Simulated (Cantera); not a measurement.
Charge: 1 mol Si, 1.2 mol Cl2, 1.5 mol NF3, held at 1625 K and 0.440 bar.

Equilibrium computed with Cantera from the NASA thermochemical tables; the gas is ideal and each condensed phase is pure. Candidate condensed phases: Si, Si3N4; 24 gas species. Equilibrium is a limit: real reactors are often held back by kinetics, nucleation or transport.

Base state: SiF4 0.294, Cl2 0.244, N2 0.221, ClF 0.123, Cl 0.0946, F 0.0235, F2 1.17e-5 (mole fractions); condensed: gas only.

Question: What changes in the equilibrium state with this change: NF3 from 1.5 to 1.3 mol?

Answer: 
| species | before | after |
|---|---|---|
| Cl2 | 0.244 | 0.333 |
| SiF4 | 0.294 | 0.329 |
| N2 | 0.221 | 0.219 |
| ClF | 0.123 | 2.04e-6 |
| F | 0.0235 | 3.32e-7 |
| Cl | 0.0946 | 0.111 |
| SiCl4 | <1e-9 | 0.00843 |
| SiF3 | <1e-9 | 1.51e-5 |
| F2 | 1.17e-5 | <1e-9 |
The tables' values for SiF3 are old estimates; treat these amounts as uncertain.

Question: What changes in the equilibrium state with this change: NF3 from 1.5 to 3.3 mol?

Answer: 
```json
[
 {"species": "F", "before": "0.0235", "after": "0.416"},
 {"species": "ClF", "before": "0.123", "after": "0.259"},
 {"species": "N2", "before": "0.221", "after": "0.191"},
 {"species": "Cl2", "before": "0.244", "after": "0.00344"},
 {"species": "SiF4", "before": "0.294", "after": "0.116"},
 {"species": "Cl", "before": "0.0946", "after": "0.0112"},
 {"species": "F2", "before": "1.17e-5", "after": "0.00365"}
]
```
